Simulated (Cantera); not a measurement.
A perfectly stirred reactor is fed with NO : N2 = 1 : 3.3 (molar parts), at 1.40 bar; it is held at 2150 K, and followed from long to short residence time.

Model: GRI-Mech 3.0 (53 species, 325 reactions), integrated in Cantera.

Question: What does this change do: pressure from 1.40 bar to 0.0133 bar?

Answer: 
| quantity | before | after |
|---|---|---|
| x(NO) at τ = 3.30 s | 0.0250 | 0.119 |
| x(N2O) at τ = 3.30 s | 8.47e-7 | 3.98e-6 |
| x(O2) at τ = 3.30 s | 0.103 | 0.0548 |
| x(N2) at τ = 3.30 s | 0.871 | 0.823 |
| x(O) at τ = 3.30 s | 0.000536 | 0.00385 |
| x(NO) at τ = 19.0 ms | 0.218 | 0.232 |
| x(N2O) at τ = 19.0 ms | 2.48e-5 | 1.68e-5 |
| x(O2) at τ = 19.0 ms | 0.00697 | 1.24e-5 |
| x(N2) at τ = 19.0 ms | 0.774 | 0.767 |
| x(O) at τ = 19.0 ms | 0.000184 | 6.96e-5 |
Radical loss at walls, strong at low pressure, is not modelled.
